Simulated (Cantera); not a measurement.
Input: 1 mol Si, 0.61 mol Cl₂, 3.8 mol H₂, 2.1 mol HCl, equilibrated at 21.0 bar.

These are equilibrium values from Cantera (NASA tables, ideal gas, pure condensed phases), not measurements of a reactor. Candidate condensed phases: Si; 19 gas species. Gases not in the tables: Si₂H₆ and higher silanes. Rates play no part.

Question: What share of the Si ends up in condensed phases as a function of T (°C), at 575, 650, 725, 800, 875, 950, 1025?

Answer: 
```
T (°C)  Si condensed (%)     as
------  ----------------  -----
575                  1.0  Si(s)
650                  1.2  Si(s)
725                  1.6  Si(s)
800                  2.2  Si(s)
875                  3.0  Si(s)
950                  4.0  Si(s)
1025                 5.0  Si(s)
```
